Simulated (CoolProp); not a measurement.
Saturation properties of ethane.

Model: reference Helmholtz-energy equation of state, Bücker 2006, in CoolProp.

```
T (K)  p (MPa)  liquid density (kg/m³)  liquid cp (kJ/(kg K))  surface tension (mN/m)
-----  -------  ----------------------  ---------------------  ----------------------
168.4  0.03856                   563.6                  2.382                    18.8
175.2  0.05931                   555.4                  2.404                    17.7
181.9  0.08753                   547.2                  2.429                    16.6
188.6   0.1253                   538.7                  2.457                    15.6
195.4   0.1755                   530.0                  2.489                    14.5
202.1   0.2386                   521.2                  2.524                    13.4
208.9   0.3191                   512.0                  2.565                    12.4
215.6   0.4168                   502.6                  2.611                    11.4
222.4   0.5371                   492.8                  2.665                    10.3
229.1   0.6792                   482.7                  2.726                    9.33
235.8   0.8471                   472.2                  2.796                    8.34
242.6    1.047                   461.0                  2.881                    7.36
249.3    1.275                   449.3                  2.982                    6.41
256.1    1.542                   436.7                  3.108                    5.47
```

It boils at 184.6 K under 1 atm.

Surface tension comes from a separate correlation (Mulero 2012).
